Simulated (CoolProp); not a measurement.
Saturation properties of hexamethyldisiloxane (MM) (Tc = 245.6 °C, pc = 1.931 MPa, ω = 0.418).

Model: reference Helmholtz-energy equation of state, Thol 2016, in CoolProp.

```csv
T (°C),p (MPa),liquid density (kg/m³),vapour density (kg/m³),enthalpy of vaporisation (kJ/kg),liquid cp (kJ/(kg K)),surface tension (mN/m)
-14.25,0.0005191,800.2,0.03921,246.6,?,19.0
2.35,0.001570,783.1,0.1116,239.1,1.844,17.5
18.85,?,766.0,0.2725,231.6,1.884,16.0
35.45,0.009264,748.4,0.5931,224.1,1.927,?
52.05,0.01910,730.5,1.170,216.5,1.973,13.1
68.55,0.03601,712.2,2.123,?,2.020,11.7
85.15,?,693.1,3.620,200.6,2.069,?
101.75,0.1050,673.4,5.852,192.1,2.119,8.95
118.25,0.1649,652.8,9.037,183.0,2.172,7.67
134.85,0.2487,630.9,13.52,173.2,2.229,6.42
151.45,0.3617,607.4,19.71,162.5,2.291,5.22
167.95,0.5088,582.1,28.14,150.7,2.362,4.09
184.55,0.6988,553.6,39.86,137.1,2.450,3.01
```

Q: Complete the blanks.

A: 
- -14.25, liquid cp (kJ/(kg K)): 1.807
- 18.85, p (MPa): 0.004049
- 35.45, surface tension (mN/m): 14.5
- 68.55, enthalpy of vaporisation (kJ/kg): 208.7
- 85.15, p (MPa): 0.06339
- 85.15, surface tension (mN/m): 10.3

It boils at 100.5 °C under 1 atm.

Surface tension comes from a separate correlation (Mulero 2014), older than this fluid's equation and unchecked against measurements.
